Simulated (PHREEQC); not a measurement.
## Silver or lead bath

Consider water at 25 °C with 0.11 mmol/kgw Ag2SO4, 130 mmol/kgw NaNO3 and 3.6 mmol/kgw Cu(NO3)2. Closed to the air; pH follows from the charge balance.

Model: ion-association model, wateq4f.dat, run in PHREEQC.

Each row changes one thing in this solution. Precipitation was switched off in this run.

```csv
case,pH,SO4-2 (mol/kgw),AgNO3 (mol/kgw),CuSO4 (mol/kgw),Cu2(OH)2+2 (mol/kgw),CuOH+ (mol/kgw),SI of Tenorite (CuO),SI of Cu2(OH)3NO3 (Cu2(OH)3NO3)
as made,5.10,8.45e-5,7.98e-6,7.20e-6,3.42e-6,2.18e-6,-0.31,-0.72
temperature from 25 to 45 °C,4.87,8.30e-5,7.81e-6,7.49e-6,7.55e-6,1.27e-6,-0.07,-0.64
temperature from 25 to 70 °C,4.60,8.16e-5,7.58e-6,7.59e-6,1.55e-5,6.50e-7,+0.12,-0.64
NaNO3 replaced by Ni(NO3)2 at the same molality,5.15,4.37e-5,1.20e-5,1.75e-6,2.75e-6,2.01e-6,-0.34,-0.61
temperature from 25 to 85 °C,4.45,8.10e-5,7.41e-6,7.51e-6,2.22e-5,4.50e-7,+0.21,-0.66
NaNO3 from 0.13 to 0.026 mol/kgw,5.04,8.76e-5,2.54e-6,1.65e-5,3.64e-6,2.43e-6,-0.27,-1.15
```

Species that the database lacks are ignored. Some of these states are supersaturated (in Tenorite (slow to form), for instance). Constants without temperature data keep their 25 °C values here.
